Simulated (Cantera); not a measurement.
Source: NASA polynomial tables (part measured, part estimated), evaluated in Cantera. Values are per mole of reaction as written; species without (g) are pure solids or liquids, kept so even where they would boil at 1 bar. VN: taken at fixed stoichiometry.

7 VO2(g) + NO(g) → 3 V2O5 + VN

```csv
T (K),ΔH° (kJ),ΔS° (J/K),ΔG° (kJ),log10 K
998,-3028.7,-1253.9,-1777.2,93.02
1048,[?],[?],[?],[?]
1098,-3008.5,-1234.7,-1652.8,78.63
1148,-2998.5,-1225.8,-1591.3,72.40
1198,-2988.6,-1217.3,-1530.2,66.72
1248,-2978.6,-1209.2,-1469.6,61.51
1298,-2968.7,-1201.4,-1409.3,56.71
1348,[?],[?],[?],[?]
1398,-2948.9,-1186.7,-1289.9,48.20
```

What belongs in the gaps?


- 1048, ΔH° (kJ): -3018.6
- 1048, ΔS° (J/K): -1244.1
- 1048, ΔG° (kJ): -1714.8
- 1048, log10 K: 85.47
- 1348, ΔH° (kJ): -2958.8
- 1348, ΔS° (J/K): -1193.9
- 1348, ΔG° (kJ): -1349.4
- 1348, log10 K: 52.29
